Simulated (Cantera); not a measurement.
Feed: 1 mol ZrN, 0.02 mol N2, held at 2498.15 K and 18.8 Torr.

These are equilibrium values from Cantera (NASA tables, ideal gas, pure condensed phases), not measurements of a reactor. Candidate condensed phases: Zr, ZrN; 4 gas species. ZrN: taken at fixed stoichiometry. Kinetics and transport are ignored.

### Question
What is the equilibrium state?

### Answer
```json
{
 "x(N2)": "1.000",
 "x(N)": "1.82e-6",
 "x(Zr)": "1.04e-6",
 "n(ZrN(s))": "1.00 mol",
 "gas_amount": "0.02000 mol",
 "log10 activity of Zr(l) (absent)": "-2.02"
}
```
